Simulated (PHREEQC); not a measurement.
**Hard or scaling water: an equilibrium model**

Consider water at 25 °C with 0.22 mol MgCl2, 3.1e-05 mol Na2CO3 and 3.9e-05 mol H4SiO4 per kg of water. Closed to the air; pH follows from the charge balance.

Computed with PHREEQC (ion-association model, wateq4f.dat).

This is a speciation only: nothing precipitates in the calculation.

**Question.** Estimate the pH, activity of water.

**Answer.** pH 7.92; activity of water 0.989.

**Question.** In which forms is C present?

**Answer.** HCO3- 51 %, MgHCO3+ 41 %, MgCO3 7.0 %, CO2 0.8 %, CO3-2 0.6 % of the C.
